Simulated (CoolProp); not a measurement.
Vapour-liquid equilibrium of acetone (1) + n-nonane (2) at 368.8 K; x and y are mole fractions of (1).

The numbers come from the multi-fluid Helmholtz-energy mixture model, Lemmon 2006 and Lemmon 2006; pair parameters Bell 2016 in CoolProp.

**Question.** Give the bubble pressure and the first vapour's composition at x = 0.5, 0.8, 0.95. Is there an azeotrope?

**Answer.** x = 0.5: 0.2360 MPa, y = 0.939; x = 0.8: 0.2844 MPa, y = 0.965; x = 0.95: 0.3187 MPa, y = 0.989. No azeotrope shows between x = 0.05 and 0.95.

Pair parameters are fitted to limited data, so mixtures are less certain than the pure fluids. With so large a gap from Raoult's law the liquid may split in two, which this calculation doesn't test in full.
